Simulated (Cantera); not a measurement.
What does this Cantera script print?

```python
import numpy as np
import cantera as ct

gas = ct.Solution("gri30.yaml")
gas.TPX = 1225, 77000, {'C2H6': 1, 'H2': 1.7}
reactor = ct.IdealGasConstPressureReactor(gas, energy="off", clone=False)
net = ct.ReactorNet([reactor])
net.rtol, net.atol = 1e-08, 1e-18
show = ['C2H6', 'H2', 'C2H2', 'C2H4', 'CH4']
times = np.geomspace(4e-06, 50, 14)

steps = ct.SolutionArray(gas, extra=["t"])
rows = []
print(f"{'t/s':>10s}{'T/K':>9s}{'P/Pa':>11s}" + "".join(f"{s:>11s}" for s in show))
for t in times:
    while net.time < t:
        t_next = net.step()
        steps.append(gas.state, t=t_next)
    rows.append([np.interp(t, steps.t, y) for y in (steps.T, steps.P, *steps(*show).X.T)])
    print(f"{t:10.3e}{rows[-1][0]:9.1f}{rows[-1][1]:11.4g}" + "".join(f"{x:11.3e}" for x in rows[-1][2:]))
rate = np.gradient(steps.T, steps.t)
print("integrator steps:", len(steps.t))
if steps.T.max() > steps.T[0] + 200:
    print(f"time of steepest temperature rise: {steps.t[rate.argmax()]:.4e} s")
gas.TPX = 1225, 77000, {'C2H6': 1, 'H2': 1.7}
gas.equilibrate("TP")
print(f"equilibrium (TP): T = {gas.T:.1f} K  " + "  ".join(f"{s} {gas[s].X[0]:.3e}" for s in show))
```

Output:

```
       t/s      T/K       P/Pa       C2H6         H2       C2H2       C2H4        CH4
 4.000e-06   1225.0    7.7e+04  3.704e-01  6.296e-01  3.121e-14  4.968e-07  2.529e-06
 1.406e-05   1225.0    7.7e+04  3.703e-01  6.296e-01  1.008e-11  1.408e-05  1.759e-05
 4.942e-05   1225.0    7.7e+04  3.699e-01  6.297e-01  2.206e-09  2.493e-04  8.352e-05
 1.737e-04   1225.0    7.7e+04  3.656e-01  6.305e-01  3.150e-07  3.068e-03  5.246e-04
 6.106e-04   1225.0    7.7e+04  3.390e-01  6.356e-01  1.570e-05  2.095e-02  3.920e-03
 2.146e-03   1225.0    7.7e+04  2.584e-01  6.502e-01  2.407e-04  7.500e-02  1.528e-02
 7.543e-03   1225.0    7.7e+04  1.129e-01  6.747e-01  2.072e-03  1.701e-01  3.956e-02
 2.651e-02   1225.0    7.7e+04  2.219e-02  6.854e-01  9.287e-03  2.187e-01  6.425e-02
 9.319e-02   1225.0    7.7e+04  1.131e-02  6.777e-01  2.278e-02  2.014e-01  8.673e-02
 3.276e-01   1225.0    7.7e+04  9.043e-03  6.530e-01  3.705e-02  1.681e-01  1.327e-01
 1.151e+00   1225.0    7.7e+04  6.924e-03  6.024e-01  3.801e-02  1.389e-01  2.137e-01
 4.047e+00   1225.0    7.7e+04  4.779e-03  5.329e-01  3.287e-02  1.076e-01  3.218e-01
 1.423e+01   1225.0    7.7e+04  2.913e-03  4.594e-01  2.649e-02  7.552e-02  4.356e-01
 5.000e+01   1225.0    7.7e+04  1.640e-03  3.951e-01  1.979e-02  4.890e-02  5.345e-01
integrator steps: 1284
equilibrium (TP): T = 1225.0 K  C2H6 9.409e-04  H2 3.489e-01  C2H2 1.404e-02  C2H4 3.094e-02  CH4 6.052e-01
```

Computed with Cantera and GRI-Mech 3.0 (53 species, 325 reactions). GRI-Mech 3.0 stops at C3 and has no aromatics, soot or wall deposition, so with more carbon than oxygen in the feed, carbon stays in small species such as C2H2 where larger ones or solid carbon would form.
